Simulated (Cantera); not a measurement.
What does this Cantera script print?

```python
import numpy as np
import cantera as ct

gas_names = """
    N NO NO2 NO3 N2 N2O O O2 O3 S SN SO SO2 SO3 S2 S2O S8
""".split()
cond_names = """
    S(cr1) S(cr2) S(L)
""".split()


# ... load() reads the species with a 1 bar reference pressure and builds the phases ...
atoms = {
    'S': {'S': 1},
    'SO2': {'S': 1, 'O': 2},
    'N2': {'N': 2},
}
top_T = {}  # K; cautious upper limits of use, not melting points


# ... equilibrate(T, P, feed) seeds the gas with the atoms and calls Mixture.equilibrate('TP', solver="vcs", rtol=1e-11, max_steps=5000) ...
results = []
feed = {'S': 1, 'SO2': 0.0039, 'N2': 4.1}  # mol
T = 2298.15  # K
P = 390000  # Pa
mix = equilibrate(T, P, feed)
results.append((T, P, feed, dict(zip(mix.species_names, mix.species_moles))))
print(gas.report(threshold=0.001))
for i in range(1, mix.n_phases):
    print(f"{mix.phase(i).name:16s} {mix.phase_moles(i):12.5e} mol")
```

Result:

```
       temperature   2298.2 K
          pressure   3.9e+05 Pa
           density   0.65131 kg/m^3
  mean mol. weight   31.911 kg/kmol
   phase of matter   gas

                          1 kg             1 kmol
                     ---------------   ---------------
          enthalpy        2.5773e+06        8.2245e+07  J
   internal energy        1.9785e+06        6.3137e+07  J
           entropy            7950.8        2.5372e+05  J/K
    Gibbs function       -1.5695e+07       -5.0084e+08  J
 heat capacity c_p            1155.9             36886  J/K
 heat capacity c_v            895.36             28572  J/K

                      mass frac. Y      mole frac. X     chem. pot. / RT
                     ---------------   ---------------   ---------------
                N2           0.78043             0.889           -26.175
                 S         0.0028932         0.0028797           -13.329
                SO          0.001876         0.0012457           -36.545
                S2           0.21407           0.10654           -26.659
     [  +13 minor]        0.00072493        0.00033989

S(L)              0.00000e+00 mol
```

Method: chemical equilibrium by Gibbs-energy minimisation in Cantera with the NASA 1993 tables (ideal gas, pure condensed phases).
